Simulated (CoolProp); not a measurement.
Vapour-liquid equilibrium of n-octane (1) + m-xylene (2) at 361.7 K; x and y are mole fractions of (1).

Computed with CoolProp (multi-fluid Helmholtz-energy mixture model, Beckmüller 2019 and Zhou 2012; pair parameters Bell 2016).

```csv
x,bubble pressure (MPa),y at the bubble point,dew pressure at overall composition x (MPa),liquid density (mol/L)
0.05,0.02155,0.081,0.02128,7.449
0.2,0.02355,0.288,0.02267,7.107
0.35,0.02537,0.457,0.02420,6.790
0.5,___,0.602,0.02585,6.495
0.65,0.02858,___,0.02760,___
0.8,0.03002,0.850,0.02941,5.964
0.95,0.03138,___,0.03122,5.724
```

### Question
Fill in the missing entries.

### Answer

- 0.5, bubble pressure (MPa): 0.02703
- 0.65, y at the bubble point: 0.731
- 0.65, liquid density (mol/L): 6.221
- 0.95, y at the bubble point: 0.963

No azeotrope shows between x = 0.05 and 0.95.

The pair parameters rest on a limited set of measurements; away from them the model extrapolates.
